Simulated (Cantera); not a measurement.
Input (Python, Cantera):

```python
import numpy as np
import cantera as ct

gas = ct.Solution("gri30.yaml")
gas.TPX = 1425, 101325, {'CH4': 1, 'O2': 2.6, 'N2': 9.77, 'CO2': 0.25}
reactor = ct.IdealGasConstPressureReactor(gas, energy="on", clone=False)
net = ct.ReactorNet([reactor])
net.rtol, net.atol = 1e-08, 1e-16
show = ['CH4', 'O2', 'H2O', 'C2H2', 'H']
times = np.geomspace(4e-06, 1, 12)

steps = ct.SolutionArray(gas, extra=["t"])
rows = []
print(f"{'t/s':>10s}{'T/K':>9s}{'P/Pa':>11s}" + "".join(f"{s:>11s}" for s in show))
for t in times:
    while net.time < t:
        t_next = net.step()
        steps.append(gas.state, t=t_next)
    rows.append([np.interp(t, steps.t, y) for y in (steps.T, steps.P, *steps(*show).X.T)])
    print(f"{t:10.3e}{rows[-1][0]:9.1f}{rows[-1][1]:11.4g}" + "".join(f"{x:11.3e}" for x in rows[-1][2:]))
rate = np.gradient(steps.T, steps.t)
print("integrator steps:", len(steps.t))
if steps.T.max() > steps.T[0] + 200:
    print(f"time of steepest temperature rise: {steps.t[rate.argmax()]:.4e} s")
gas.TPX = 1425, 101325, {'CH4': 1, 'O2': 2.6, 'N2': 9.77, 'CO2': 0.25}
gas.equilibrate("HP")
print(f"equilibrium (HP): T = {gas.T:.1f} K  " + "  ".join(f"{s} {gas[s].X[0]:.3e}" for s in show))
```

Result:

```
       t/s      T/K       P/Pa        CH4         O2        H2O       C2H2          H
 4.000e-06   1425.0  1.013e+05  7.342e-02  1.909e-01  1.086e-08  6.597e-20  2.278e-09
 1.238e-05   1425.0  1.013e+05  7.342e-02  1.909e-01  5.489e-08  1.237e-17  2.529e-09
 3.833e-05   1425.0  1.013e+05  7.342e-02  1.909e-01  3.354e-07  1.736e-15  3.435e-09
 1.186e-04   1425.0  1.013e+05  7.341e-02  1.909e-01  3.111e-06  2.763e-13  7.845e-09
 3.672e-04   1425.1  1.013e+05  7.335e-02  1.909e-01  4.307e-05  8.943e-11  4.011e-08
 1.137e-03   1428.8  1.013e+05  7.237e-02  1.902e-01  7.338e-04  4.399e-08  3.300e-07
 3.519e-03   2594.0  1.013e+05  4.291e-17  4.886e-02  1.294e-01  1.930e-20  2.769e-03
 1.089e-02   2585.1  1.013e+05  4.358e-17  4.551e-02  1.299e-01  1.860e-20  2.658e-03
 3.372e-02   2582.1  1.013e+05  4.381e-17  4.441e-02  1.300e-01  1.835e-20  2.622e-03
 1.044e-01   2582.1  1.013e+05  4.381e-17  4.439e-02  1.300e-01  1.835e-20  2.622e-03
 3.231e-01   2582.1  1.013e+05  4.381e-17  4.439e-02  1.300e-01  1.835e-20  2.622e-03
 1.000e+00   2582.1  1.013e+05  4.381e-17  4.439e-02  1.300e-01  1.835e-20  2.622e-03
integrator steps: 1951
time of steepest temperature rise: 2.3655e-03 s
equilibrium (HP): T = 2582.1 K  CH4 6.085e-17  O2 4.439e-02  H2O 1.300e-01  C2H2 2.006e-20  H 2.622e-03
```

Detailed kinetics in Cantera: GRI-Mech 3.0 (53 species, 325 reactions).
